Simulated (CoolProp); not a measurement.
Properties of fluorine along the isobar 200 bar.

Computed with CoolProp (reference Helmholtz-energy equation of state, de Reuck 1990).

```tsv
T (K)	phase	density (kg/m³)	cv (kJ/(kg K))	isothermal compressibility (1/MPa)
128.7	liquid	1260	0.7189	0.004359
147.7	supercritical	[?]	0.6995	0.008609
166.8	supercritical	930.2	0.6891	0.01865
185.8	supercritical	742.4	0.6790	[?]
204.8	supercritical	592.8	0.6677	[?]
223.9	supercritical	492.5	0.6578	0.04736
242.9	supercritical	424.6	0.6486	0.04823
261.9	supercritical	375.8	[?]	0.04815
281	supercritical	338.9	0.6352	0.04778
300	supercritical	310.2	0.6320	0.04740
```

Problem. Some entries are withheld; supply them.

Solution. 
- 147.7, density (kg/m³): 1108
- 185.8, isothermal compressibility (1/MPa): 0.03448
- 204.8, isothermal compressibility (1/MPa): 0.04412
- 261.9, cv (kJ/(kg K)): 0.6408
